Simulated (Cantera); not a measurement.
A closed system holds: 1 mol Fe2O3, 1 mol CH4, 3.1 mol H2, at 1075 °C and 10.0 Torr.

Method: chemical equilibrium by Gibbs-energy minimisation in Cantera with the NASA 1993 tables (ideal gas, pure condensed phases). Candidate condensed phases: C, C6H6, C7H8, C8H18, Fe, Fe(CO)5, FeO, Fe(OH)2, Fe(OH)3, Fe2O3, Fe3O4, H2O; 114 gas species. Mutual solubility and eutectic melting of coexisting phases are not modelled. The tables' stoichiometric FeO is somewhat more stable than real wüstite, so its field is too wide. FeO: taken at fixed stoichiometry. Equilibrium is a limit: real reactors are often held back by kinetics, nucleation or transport.

Base state: H2 0.619, H2O 0.217, CO 0.139, CO2 0.0249, H 1.58e-5 (mole fractions); condensed: Fe(γ) + FeO(s).

Task: What changes in the equilibrium state with this change: temperature from 1075 °C to 1377 °C?

Result: 
| species | before | after |
|---|---|---|
| H2 | 0.619 | 0.566 |
| H2O | 0.217 | 0.269 |
| CO | 0.139 | 0.143 |
| CO2 | 0.0249 | 0.0211 |
| Fe | 3.06e-7 | 0.000203 |
| OH | 8.91e-8 | 1.27e-5 |
| H | 1.58e-5 | 0.000592 |
| Fe(OH)2 | 6.67e-7 | 1.54e-5 |
| Fe(γ), mol | 1.48 | 1.77 |
| FeO(s), mol | 0.523 | 0 |
| FeO(l), mol | 0 | 0.226 |

Task: What changes in the equilibrium state with this change: temperature from 1075 °C to 1802 °C?

Result: 
```csv
species,before,after
H2,0.619,0.521
H2O,0.217,0.247
CO,0.139,0.139
Fe,3.06e-7,0.0615
H,1.58e-5,0.0166
CO2,0.0249,0.0136
FeO,<1e-9,0.000691
O,<1e-9,2.07e-5
OH,8.91e-8,0.000901
Fe(OH)2,6.67e-7,0.000135
"Fe(γ), mol",1.48,0
"FeO(s), mol",0.523,0
"Fe(l), mol",0,1.31
"FeO(l), mol",0,0.277
```
Each liquid is taken as pure.
